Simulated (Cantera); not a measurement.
Input: 1 mol CHF₃, a varied amount of H₂, at 1675 K and 3.60 Pa.

These are equilibrium values from Cantera (NASA tables, ideal gas, pure condensed phases), not measurements of a reactor. Candidate condensed phases: C, C₆H₆, C₇H₈, C₈H₁₈; 95 gas species. Gases not in the tables: C₂F₆ and larger saturated fluorocarbons. Equilibrium is a limit: real reactors are often held back by kinetics, nucleation or transport.

Task: What share of the C ends up in condensed phases as a function of n(H₂) (mol), at 0.081, 0.13, 0.21, 0.35, 0.57, 0.92, 1.5, 2.4, 4, 6.4?

Result: 
```tsv
n(H₂) (mol)	C condensed (%)	as
0.081	52.7	C(graphite)
0.13	55.2	C(graphite)
0.21	59.3	C(graphite)
0.35	66.6	C(graphite)
0.57	78.0	C(graphite)
0.92	96.4	C(graphite)
1.5	100.0	C(graphite)
2.4	100.0	C(graphite)
4	100.0	C(graphite)
6.4	99.9	C(graphite)
```
